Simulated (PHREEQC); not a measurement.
1.2 g of hydrous ferric oxide (600 m²/g; 0.2 weak and 0.005 strong sites per Fe, Dzombak-Morel constants, diffuse double layer) in 1 kg of water with 0.3 mol/kgw of an inert sodium salt, at 25 °C; the pH is set by adding NaOH or the inert anion's acid. Oxygen alone is held at its pressure in air (log pO2 = -0.68). The system is closed to CO2. Nothing may precipitate in this run.

Model: ion-association model, wateq4f.dat, run in PHREEQC.

```
pH     surface charge σ (C/m²)  surface potential ψ (mV)
-----  -----------------------  ------------------------
3                        0.368                       125
3.67                     0.360                       124
4.33                (withheld)                       120
5                   (withheld)                       110
5.67                     0.191                        93
6.33                     0.121                        71
7                   (withheld)                        46
7.67                (withheld)                        19
8.33                (withheld)                        -9
9                   (withheld)                       -38
9.67                (withheld)                       -64
10.33                   -0.166                (withheld)
11                      -0.244                      -105
```

Question: What belongs in the gaps?

Answer: 
- 4.33, surface charge σ (C/m²): 0.331
- 5, surface charge σ (C/m²): 0.269
- 7, surface charge σ (C/m²): 0.066
- 7.67, surface charge σ (C/m²): 0.024
- 8.33, surface charge σ (C/m²): -0.012
- 9, surface charge σ (C/m²): -0.051
- 9.67, surface charge σ (C/m²): -0.101
- 10.33, surface potential ψ (mV): -86

Complexes and solids missing from the database can't appear. The oxide is taken as insoluble; below pH 4 it would dissolve.
